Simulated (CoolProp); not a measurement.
Values from CoolProp's reference Helmholtz-energy equation of state, Thol 2019.

### Question
For n-hexane, give the phase and the cp (kJ/(kg K)), speed of sound (m/s), Joule-Thomson coefficient (K/MPa), isothermal compressibility (1/MPa) at 31.35 °C and 200 kPa; 100.35 °C and 130 kPa; 169.95 °C and 1650 kPa.

### Answer
- 31.35 °C and 200 kPa: liquid; cp 2.30, speed of sound 1050, Joule-Thomson coefficient -0.381, isothermal compressibility 0.00181
- 100.35 °C and 130 kPa: gas; cp 2.05, speed of sound 187, Joule-Thomson coefficient 23.0, isothermal compressibility 8.08
- 169.95 °C and 1650 kPa: liquid; cp 3.10, speed of sound 457, Joule-Thomson coefficient 0.299, isothermal compressibility 0.0128
